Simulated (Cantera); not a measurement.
What does this Cantera script print?

```python
import numpy as np
import cantera as ct

gas = ct.Solution("SiF4_NH3_mec.yaml", "gas")
gas.TPX = 2400, 6100, {'NH3': 1, 'H2': 7.3}
reactor = ct.IdealGasConstPressureReactor(gas, energy="off", clone=False)
net = ct.ReactorNet([reactor])
net.rtol, net.atol = 1e-08, 1e-18
show = ['NH3', 'H2', 'N2H4', 'H', 'NH']
times = np.geomspace(0.0004, 30, 15)

steps = ct.SolutionArray(gas, extra=["t"])
rows = []
print(f"{'t/s':>10s}{'T/K':>9s}{'P/Pa':>11s}" + "".join(f"{s:>11s}" for s in show))
for t in times:
    while net.time < t:
        t_next = net.step()
        steps.append(gas.state, t=t_next)
    rows.append([np.interp(t, steps.t, y) for y in (steps.T, steps.P, *steps(*show).X.T)])
    print(f"{t:10.3e}{rows[-1][0]:9.1f}{rows[-1][1]:11.4g}" + "".join(f"{x:11.3e}" for x in rows[-1][2:]))
rate = np.gradient(steps.T, steps.t)
print("integrator steps:", len(steps.t))
if steps.T.max() > steps.T[0] + 200:
    print(f"time of steepest temperature rise: {steps.t[rate.argmax()]:.4e} s")
gas.TPX = 2400, 6100, {'NH3': 1, 'H2': 7.3}
gas.equilibrate("TP")
print(f"equilibrium (TP): T = {gas.T:.1f} K  " + "  ".join(f"{s} {gas[s].X[0]:.3e}" for s in show))
```

Result:

```
       t/s      T/K       P/Pa        NH3         H2       N2H4          H         NH
 4.000e-04   2400.0       6100  1.195e-01  8.781e-01  1.039e-09  1.666e-03  2.608e-05
 8.918e-04   2400.0       6100  1.174e-01  8.777e-01  3.106e-09  2.939e-03  7.829e-05
 1.988e-03   2400.0       6100  1.105e-01  8.809e-01  3.761e-09  3.452e-03  1.004e-04
 4.433e-03   2400.0       6100  9.567e-02  8.890e-01  3.125e-09  3.667e-03  9.677e-05
 9.884e-03   2400.0       6100  6.946e-02  9.031e-01  2.046e-09  4.151e-03  8.811e-05
 2.204e-02   2400.0       6100  3.346e-02  9.220e-01  7.924e-10  5.473e-03  7.190e-05
 4.913e-02   2400.0       6100  4.495e-03  9.325e-01  6.085e-11  1.143e-02  4.193e-05
 1.095e-01   2400.0       6100  3.299e-05  9.093e-01  3.785e-14  3.796e-02  3.617e-06
 2.442e-01   2400.0       6100  1.518e-06  8.890e-01  2.002e-16  5.883e-02  4.184e-07
 5.445e-01   2400.0       6100  3.984e-07  8.868e-01  1.494e-17  6.104e-02  1.188e-07
 1.214e+00   2400.0       6100  1.843e-07  8.868e-01  3.223e-18  6.105e-02  5.498e-08
 2.707e+00   2400.0       6100  1.385e-07  8.868e-01  1.834e-18  6.105e-02  4.131e-08
 6.035e+00   2400.0       6100  1.354e-07  8.868e-01  1.755e-18  6.105e-02  4.039e-08
 1.346e+01   2400.0       6100  1.354e-07  8.868e-01  1.754e-18  6.105e-02  4.039e-08
 3.000e+01   2400.0       6100  1.354e-07  8.868e-01  1.754e-18  6.105e-02  4.039e-08
integrator steps: 1624
equilibrium (TP): T = 2400.0 K  NH3 1.354e-07  H2 8.868e-01  N2H4 1.754e-18  H 6.105e-02  NH 4.039e-08
```

Model: the gas-phase N/H chemistry of the illustrative SiF4/NH3 mechanism in the Surface Chemkin manual (1991), integrated in Cantera. Walls and surfaces, which speed up NH3 decomposition in real reactors, are not modelled.
